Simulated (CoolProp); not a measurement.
Values from CoolProp's reference Helmholtz-energy equation of state, Smukala 2000.

**Question.** Give the vapour pressure (MPa), liquid density (kg/m³), vapour density (kg/m³), surface tension (mN/m) of saturated ethylene at 232.2 K.

**Answer.** 
| T (K) | p (MPa) | liquid density (kg/m³) | vapour density (kg/m³) | surface tension (mN/m) |
|---|---|---|---|---|
| 232.2 | 1.41 | 463 | 25.9 | 6.32 |

Surface tension comes from a separate correlation (Mulero 2012).
